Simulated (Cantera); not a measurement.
An isothermal, constant-pressure homogeneous reactor starts with CH4 : H2O : H2 = 1 : 1.2 : 1.5 (molar parts), at 1775 K and 26000 Pa. Integrator tolerance rtol = 1e-08.

Cantera simulation using GRI-Mech 3.0 (53 species, 325 reactions); the numbers are that mechanism's predictions, not measurements.

What does this change do: temperature 1775 to 1375 K?


```
quantity                                             before                                      after
----------------  -----------------------------------------  -----------------------------------------
x(CH4) at 300 s     3.67e-8 (gas-phase equilibrium 4.65e-8)     0.0876 (gas-phase equilibrium 4.08e-6)
x(H2O) at 300 s       0.0331 (gas-phase equilibrium 0.0331)       0.196 (gas-phase equilibrium 0.0318)
x(H2) at 300 s          0.791 (gas-phase equilibrium 0.791)        0.620 (gas-phase equilibrium 0.793)
x(HCO) at 300 s     1.45e-8 (gas-phase equilibrium 1.45e-8)  1.98e-10 (gas-phase equilibrium 7.48e-10)
x(C2H2) at 300 s  1.03e-11 (gas-phase equilibrium 1.33e-11)    0.0308 (gas-phase equilibrium 3.63e-11)
x(CH2O) at 300 s    1.49e-8 (gas-phase equilibrium 1.49e-8)    2.40e-8 (gas-phase equilibrium 1.62e-8)
x(C2H6) at 300 s      <1e-12 (gas-phase equilibrium <1e-12)     2.25e-5 (gas-phase equilibrium <1e-12)
```
